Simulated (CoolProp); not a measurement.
Vapour-liquid equilibrium of toluene (1) + n-dodecane (2) at 68.55 °C; x and y are mole fractions of (1).

The numbers come from the multi-fluid Helmholtz-energy mixture model, Lemmon 2006 and Lemmon 2004; pair parameters Bell 2016 in CoolProp.

| x | bubble pressure (MPa) | y at the bubble point | dew pressure at overall composition x (MPa) | liquid density (mol/L) |
|---|---|---|---|---|
| 0.05 | 0.001446 | 0.748 | (withheld) | 4.311 |
| 0.2 | (withheld) | 0.942 | 0.0004764 | 4.718 |
| 0.35 | 0.009378 | 0.974 | (withheld) | 5.196 |
| 0.5 | 0.01340 | 0.986 | (withheld) | 5.768 |
| 0.65 | 0.01717 | 0.992 | 0.001059 | 6.466 |
| 0.8 | 0.02079 | 0.996 | 0.001790 | 7.338 |
| 0.95 | (withheld) | 0.999 | (withheld) | 8.461 |

Complete the blanks.


- 0.05, dew pressure at overall composition x (MPa): 0.0004026
- 0.2, bubble pressure (MPa): 0.005236
- 0.35, dew pressure at overall composition x (MPa): 0.0005834
- 0.5, dew pressure at overall composition x (MPa): 0.0007523
- 0.95, bubble pressure (MPa): 0.02449
- 0.95, dew pressure at overall composition x (MPa): 0.005875

No azeotrope shows between x = 0.05 and 0.95.

The pair parameters rest on a limited set of measurements; away from them the model extrapolates. The gap from Raoult's law changes sign with composition, which may be real or a fault of the pair parameters; it wasn't checked against measurements.
